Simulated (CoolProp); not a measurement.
Properties of fluorine at several states.

Model: reference Helmholtz-energy equation of state, de Reuck 1990, in CoolProp.

| T (°C) | p (MPa) | phase | density (kg/m³) | isothermal compressibility (1/MPa) | expansivity (1/kK) | fugacity coefficient |
|---|---|---|---|---|---|---|
| -129.85 | 0.289 | gas | 9.392 | 3.527 | 7.405 | 0.9816 |
| -153.15 | 1.09 | gas | [?] | 1.084 | 13.04 | [?] |
| 17.55 | 0.05 | gas | 0.7862 | 20.00 | 3.444 | 0.9998 |
| -91.15 | 1.99 | gas | [?] | 0.5373 | [?] | [?] |
| -149.55 | 16.9 | liquid | 1282 | 0.004156 | 5.946 | [?] |
| -203.25 | 0.78 | liquid | [?] | 0.001117 | 3.978 | 0.01546 |

Fill in the missing entries.


- -153.15, density (kg/m³): 48.08
- -153.15, fugacity coefficient: 0.8796
- -91.15, density (kg/m³): 53.29
- -91.15, expansivity (1/kK): 6.767
- -91.15, fugacity coefficient: 0.9410
- -149.55, fugacity coefficient: 0.1471
- -203.25, density (kg/m³): 1604
